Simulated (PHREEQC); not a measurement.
Solution (25 °C): 100 mmol/kgw Cu(NO3)2 and 16 mmol/kgw H3BO3. Closed to the air; pH follows from the charge balance.

All values are PHREEQC results (ion-association model, phreeqc.dat), not measurements.

The pH comes out as 4.22. The ionic strength is 0.300 mol/kgw, the specific conductance is 17100 µS/cm and the density is 1.013 g/cm³.

```json
[
 {"species": "NO3-", "molality": "0.200", "activity": "0.132", "log γ": "-0.181"},
 {"species": "Cu+2", "molality": "0.0999", "activity": "0.0290", "log γ": "-0.537"},
 {"species": "H3BO3", "molality": "0.0160", "activity": "0.0171", "log γ": "0.030"},
 {"species": "H+", "molality": "7.69e-5", "activity": "6.02e-5", "log γ": "-0.107"},
 {"species": "Cu2(OH)2+2", "molality": "3.47e-5", "activity": "1.01e-5", "log γ": "-0.538"},
 {"species": "CuOH+", "molality": "6.97e-6", "activity": "4.79e-6", "log γ": "-0.162"},
 {"species": "H2BO3-", "molality": "2.24e-7", "activity": "1.64e-7", "log γ": "-0.135"},
 {"species": "Cu(OH)2", "molality": "1.54e-7", "activity": "1.65e-7", "log γ": "0.030"}
]
```

Precipitation was switched off in this run.
